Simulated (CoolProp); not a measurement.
A simple Rankine cycle with sulfur dioxide: condensing at 316.15 K, boiler at 2.59 MPa, turbine inlet 519.7 K, turbine efficiency 0.7, pump efficiency 0.7, no recuperator. Each further row changes one setting.

Values from CoolProp's reference Helmholtz-energy equation of state, Gao 2016.

```csv
case,thermal efficiency (%),net work (kJ/kg),heat in (kJ/kg),turbine exit temperature (K),volume ratio over the turbine
as stated,10.6,50.4,475,433.4,3.23
condensing temperature 308.15 K,12.1,58.6,486,420.1,4.00
boiler pressure 1.81 MPa,8.1,39.0,480,456.6,2.35
turbine efficiency 0.6,9.0,42.9,475,443.6,3.32
```
